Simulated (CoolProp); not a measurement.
Properties of R1336mzz(E) at several states.

Model: reference Helmholtz-energy equation of state, Akasaka 2023, in CoolProp.

| T (K) | p (kPa) | phase | density (kg/m³) | cp (kJ/(kg K)) | cv (kJ/(kg K)) | Joule-Thomson coefficient (K/MPa) | fugacity coefficient |
|---|---|---|---|---|---|---|---|
| 390.7 | 320 | gas | 16.98 | 0.9170 | 0.8520 | 12.22 | 0.9538 |
| 387.6 | 180 | gas | 9.421 | 0.9049 | ___ | 12.17 | 0.9732 |
| 404.4 | 209 | gas | 10.48 | 0.9164 | 0.8580 | 10.89 | 0.9733 |
| 246.6 | 5700 | liquid | 1478 | 1.185 | 0.8602 | ___ | 0.004617 |
| 355.3 | 794 | gas | 54.36 | 0.9874 | 0.8524 | 19.59 | ___ |
| 349.4 | 2610 | liquid | 1159 | 1.327 | 0.9091 | 0.1830 | 0.2951 |

### Question
Fill in the missing entries.

### Answer

- 387.6, cv (kJ/(kg K)): 0.8466
- 246.6, Joule-Thomson coefficient (K/MPa): -0.3453
- 355.3, fugacity coefficient: 0.8405
